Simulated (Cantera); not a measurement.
Input (Python, Cantera):

```python
import numpy as np
import cantera as ct

gas = ct.Solution("gri30.yaml")
gas.TPX = 725, 64000, {'H2': 1, 'O2': 1, 'N2': 3.76}
inlet = ct.Reservoir(gas, clone=True)
gas.equilibrate("HP")  # start burning
reactor = ct.IdealGasConstPressureReactor(gas, energy="on", clone=False)
exhaust = ct.Reservoir(gas, clone=True)
tau = [0.12, 0.06, 0.029, 0.014, 0.0071, 0.0035, 0.0017, 0.00084, 0.00041, 0.0002, 0.0001, 4.9e-05][0]
for a, b in ((inlet, reactor), (reactor, exhaust)):
    ct.MassFlowController(a, b, mdot=lambda t: reactor.mass / tau)
net = ct.ReactorNet([reactor])
show = ['H2', 'O2', 'H', 'H2O2', 'NO', 'NO2', 'H2O']

rows = []
print(f"{'tau/s':>10s}{'T/K':>9s}" + "".join(f"{s:>11s}" for s in show))
for tau in [0.12, 0.06, 0.029, 0.014, 0.0071, 0.0035, 0.0017, 0.00084, 0.00041, 0.0002, 0.0001, 4.9e-05]:
    net.initial_time = 0.0
    net.advance(30 * tau)
    before = gas.X
    net.advance(40 * tau)
    drift = np.max(np.abs(gas.X - before) / (gas.X + 1e-9))
    rows.append([gas.T, *gas[show].X, drift])
    print(f"{tau:10.3e}{gas.T:9.1f}" + "".join(f"{x:11.3e}" for x in gas[show].X))
```

Result:

```
     tau/s      T/K         H2         O2          H       H2O2         NO        NO2        H2O
 1.200e-01   1988.3  3.971e-04  9.401e-02  6.910e-05  9.221e-08  1.842e-04  1.564e-07  1.878e-01
 6.000e-02   1983.6  5.554e-04  9.388e-02  1.135e-04  1.018e-07  1.273e-04  1.004e-07  1.873e-01
 2.900e-02   1975.5  8.421e-04  9.365e-02  2.122e-04  1.203e-07  9.153e-05  6.409e-08  1.864e-01
 1.400e-02   1962.7  1.318e-03  9.334e-02  4.199e-04  1.498e-07  6.678e-05  3.980e-08  1.851e-01
 7.100e-03   1944.9  2.008e-03  9.299e-02  8.042e-04  1.898e-07  4.939e-05  2.464e-08  1.834e-01
 3.500e-03   1917.6  3.076e-03  9.262e-02  1.567e-03  2.487e-07  3.629e-05  1.484e-08  1.809e-01
 1.700e-03   1877.2  4.632e-03  9.229e-02  3.008e-03  3.367e-07  2.810e-05  9.398e-09  1.774e-01
 8.400e-04   1822.0  6.662e-03  9.217e-02  5.443e-03  4.725e-07  2.431e-05  6.789e-09  1.728e-01
 4.100e-04   1747.2  9.250e-03  9.247e-02  9.385e-03  7.126e-07  2.244e-05  5.361e-09  1.670e-01
 2.000e-04   1653.4  1.244e-02  9.355e-02  1.507e-02  1.166e-06  1.983e-05  4.187e-09  1.597e-01
 1.000e-04   1546.7  1.671e-02  9.599e-02  2.200e-02  2.001e-06  1.523e-05  2.928e-09  1.510e-01
 4.900e-05   1419.7  2.536e-02  1.017e-01  2.928e-02  3.530e-06  8.875e-06  1.560e-09  1.378e-01
```

Cantera simulation using GRI-Mech 3.0 (53 species, 325 reactions); the numbers are that mechanism's predictions, not measurements.
